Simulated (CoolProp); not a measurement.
Saturated liquid density (kg/m³) of o-xylene: the reference equation beside estimates from Tc = 357.1 °C, pc = 37.37 bar, ω = 0.312. Rackett uses Z = 0.29056 − 0.08775 ω.

The numbers come from the reference Helmholtz-energy equation of state, Zhou 2012 in CoolProp.

```json
[
 {"T (°C)": "139.15", "reference": "774.5", "Rackett": "770.9", "van der Waals": "448.8", "Redlich-Kwong": "655.8", "Soave-Redlich-Kwong": "685.6", "Peng-Robinson": "774.9"},
 {"T (°C)": "159.45", "reference": "754.6", "Rackett": "750.2", "van der Waals": "437.3", "Redlich-Kwong": "635.6", "Soave-Redlich-Kwong": "666.8", "Peng-Robinson": "754.5"},
 {"T (°C)": "179.75", "reference": "733.7", "Rackett": "728.6", "van der Waals": "425.1", "Redlich-Kwong": "613.9", "Soave-Redlich-Kwong": "646.3", "Peng-Robinson": "732.0"},
 {"T (°C)": "200.05", "reference": "711.7", "Rackett": "705.9", "van der Waals": "412.1", "Redlich-Kwong": "590.6", "Soave-Redlich-Kwong": "623.9", "Peng-Robinson": "707.3"},
 {"T (°C)": "220.45", "reference": "688.1", "Rackett": "681.6", "van der Waals": "398.0", "Redlich-Kwong": "565.4", "Soave-Redlich-Kwong": "599.0", "Peng-Robinson": "679.6"},
 {"T (°C)": "240.75", "reference": "662.6", "Rackett": "655.7", "van der Waals": "382.8", "Redlich-Kwong": "538.1", "Soave-Redlich-Kwong": "571.5", "Peng-Robinson": "648.7"},
 {"T (°C)": "261.05", "reference": "634.6", "Rackett": "627.5", "van der Waals": "366.2", "Redlich-Kwong": "508.1", "Soave-Redlich-Kwong": "540.6", "Peng-Robinson": "613.6"},
 {"T (°C)": "281.45", "reference": "602.6", "Rackett": "596.1", "van der Waals": "347.5", "Redlich-Kwong": "474.5", "Soave-Redlich-Kwong": "505.1", "Peng-Robinson": "573.0"},
 {"T (°C)": "301.75", "reference": "564.9", "Rackett": "560.1", "van der Waals": "326.2", "Redlich-Kwong": "436.4", "Soave-Redlich-Kwong": "464.0", "Peng-Robinson": "525.2"},
 {"T (°C)": "322.05", "reference": "516.3", "Rackett": "516.3", "van der Waals": "300.4", "Redlich-Kwong": "390.9", "Soave-Redlich-Kwong": "413.7", "Peng-Robinson": "466.3"}
]
```

Absolute difference from the reference over all 10 rows, mean and median: Rackett 0.8 and 0.8 %, van der Waals 42.1 and 42.1 %, Redlich-Kwong 18.9 and 18.3 %, Soave-Redlich-Kwong 14.3 and 13.3 %, Peng-Robinson 2.9 and 1.7 %.
